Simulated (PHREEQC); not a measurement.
Make-up at 40 °C: 2.7 mmol/kgw TMAH and 1.3 mmol/kgw Na2SiO3. Closed to the air; pH follows from the charge balance.

The numbers come from PHREEQC with the ion-association model, wateq4f.dat.

Question: The ionic strength comes out as 0.00533 mol/kgw. What activity coefficients do OH-, Na+, H3SiO4-, H2SiO4-2 get?

Answer: OH- 0.92, Na+ 0.92, H3SiO4- 0.92, H2SiO4-2 0.73.

This is a speciation only: nothing precipitates in the calculation. (CH3)4N+ isn't in the database: it is added as a free cation with an ion size of 4 Å. Away from 25 °C the constants follow the database's enthalpies or fits; those with neither stay at their 25 °C values.
